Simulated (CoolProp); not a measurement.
Vapour-liquid equilibrium of n-pentane (1) + acetone (2) at 0.25 °C; x and y are mole fractions of (1).

Computed with CoolProp (multi-fluid Helmholtz-energy mixture model, Thol 2019 and Lemmon 2006; pair parameters Bell 2016).

Problem. Give the bubble pressure and the first vapour's composition at x = 0.05, 0.65, 0.95. Is there an azeotrope?

Solution. x = 0.05: 0.1580 bar, y = 0.427; x = 0.65: 0.2797 bar, y = 0.734; x = 0.95: 0.2642 bar, y = 0.895. y crosses x between x = 0.75 and 0.85: the model has an azeotrope there.

The pair parameters rest on a limited set of measurements; away from them the model extrapolates. With so large a gap from Raoult's law the liquid may split in two, which this calculation doesn't test in full.
